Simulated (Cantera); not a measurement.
Premixed flame

A freely propagating, adiabatic, planar premixed flame of 2.72 % CH4, 3.81 % C2H6, 0.954 % C3H8, 18.1 % O2, 74.4 % N2, equivalence ratio 1.3, unburnt at 550 K and 8.49 atm; mixture-averaged transport, grid criteria slope 0.08 and curve 0.16, no radiation.

Model: GRI-Mech 3.0 (53 species, 325 reactions), integrated in Cantera. Burning velocities carry a grid error of a few per cent, more on coarse grids.

| z (mm) | T (K) | u (m/s) | x CH4 | x C2H6 | x C3H8 | x CH2O | x HCO | x H2O |
|---|---|---|---|---|---|---|---|---|
| -0.241 | 551 | 0.412 | 0.0272 | 0.0381 | 0.00951 | 4.24e-7 | <1e-8 | 0.000162 |
| -0.161 | 556 | 0.417 | 0.0270 | 0.0379 | 0.00948 | 5.32e-6 | <1e-8 | 0.00119 |
| -0.120 | 577 | 0.435 | 0.0265 | 0.0375 | 0.00942 | 3.28e-5 | <1e-8 | 0.00452 |
| -0.0803 | 691 | 0.528 | 0.0247 | 0.0353 | 0.00909 | 0.000261 | <1e-8 | 0.0194 |
| -0.0401 | 1136 | 0.894 | 0.0185 | 0.0221 | 0.00600 | 0.00158 | 1.95e-7 | 0.0679 |
| -0.0201 | 1527 | 1.23 | 0.0129 | 0.00772 | 0.00175 | 0.00172 | 7.65e-6 | 0.107 |
| 0 | 1883 | 1.54 | 0.00567 | 0.000422 | 2.59e-5 | 0.000453 | 1.41e-5 | 0.139 |
| 0.0201 | 2064 | 1.68 | 0.00141 | 7.24e-6 | 1.25e-8 | 0.000109 | 6.50e-6 | 0.154 |
| 0.0401 | 2128 | 1.73 | 0.000335 | 3.67e-7 | <1e-8 | 3.00e-5 | 2.25e-6 | 0.157 |
| 0.0803 | 2163 | 1.76 | 3.58e-5 | <1e-8 | <1e-8 | 3.02e-6 | 4.66e-7 | 0.156 |
| 0.161 | 2180 | 1.77 | 2.74e-6 | <1e-8 | <1e-8 | 1.72e-7 | 2.01e-7 | 0.156 |
| 0.321 | 2191 | 1.78 | 2.74e-7 | <1e-8 | <1e-8 | 1.79e-8 | 1.11e-7 | 0.156 |
| 0.642 | 2195 | 1.78 | 4.12e-8 | <1e-8 | <1e-8 | <1e-8 | 6.62e-8 | 0.157 |
x: mole fraction of selected species; z is measured from the peak of heat release.

```
Property                      Value
------------------------  ---------
laminar burning velocity  41.0 cm/s
thermal thickness         0.0803 mm
peak x(CH2O)                0.00194
peak x(HCO)                 1.55e-5
grid points                     162
```
